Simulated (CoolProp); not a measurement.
A single-stage vapour-compression cycle with the fluid: evaporating at 314.15 K (dew point), condensing at 345.15 K (bubble point), superheat 5 K, subcooling 8 K, compressor efficiency 0.8, no pressure losses. The same conditions are run with several fluids, on thermodynamics alone (safety and materials aside).

Values from CoolProp's reference Helmholtz-energy equation of state of each fluid (propyne: Polt 1992; R1336mzz(Z): McLinden 2020; dimethyl ether: Wu 2011; tetrahydrofuran: Fiedler 2023; isohexane: Lemmon 2006; R22: Kamei 1995). The equations of Platzer and Polt are older, rougher fits.

```csv
fluid,cooling COP,pressure ratio,discharge temperature (K),refrigerating effect (kJ/kg),volumetric capacity (kJ/m³)
propyne,7.27,2.09,362.9,391,6190
R1336mzz(Z),7.47,2.61,345.2,136,1180
dimethyl ether,7.21,2.07,359.4,324,6030
tetrahydrofuran,7.78,2.94,362.1,398,459
isohexane,7.59,2.76,345.1,291,512
R22,6.61,1.99,365.6,138,9050
```

The compression ends wet for: R1336mzz(Z); isohexane.
